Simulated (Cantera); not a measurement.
Charge: 1 mol Si, 0.85 mol HCl, 6.7 mol H2, equilibrated at 13300 Pa.

Equilibrium computed with Cantera from the NASA thermochemical tables; the gas is ideal and each condensed phase is pure. Candidate condensed phases: Si; 19 gas species. The tables' values for SiCl3, SiCl are old estimates; treat these amounts as uncertain. Gases not in the tables: Si2H6 and higher silanes. Kinetics and transport are ignored.

x: gas mole fraction; n: condensed amount in mol.

```tsv
T (°C)	x H2	x HCl	x SiCl2	x SiCl4	x SiHCl3	n Si(s)
802	0.951	0.0221	0.00101	0.0156	0.00831	0.805
852	0.945	___	___	___	___	0.818
902	0.938	0.0391	0.00371	0.0107	0.00608	0.829
952	0.930	0.0482	0.00609	0.00786	0.00474	0.840
1002	0.923	0.0565	0.00896	0.00514	0.00339	0.847
1052	0.917	0.0629	0.0118	0.00298	0.00222	0.851
1102	0.913	0.0672	___	___	___	0.853
1152	0.911	0.0697	0.0161	0.000772	0.000790	0.853
1202	0.909	0.0708	0.0174	0.000374	0.000455	0.852
1252	0.909	0.0713	0.0183	0.000183	0.000264	0.850
1302	0.908	0.0713	0.0190	9.19e-5	0.000156	0.848
1352	0.908	0.0711	0.0195	4.76e-5	9.47e-5	0.846
1402	0.908	0.0709	0.0199	2.54e-5	5.89e-5	0.845
```

Complete the blanks.


- 1102, x SiCl2: 0.0143
- 1102, x SiCl4: 0.00156
- 1102, x SiHCl3: 0.00135
- 852, x HCl: 0.0301
- 852, x SiCl2: 0.00203
- 852, x SiCl4: 0.0134
- 852, x SiHCl3: 0.00729
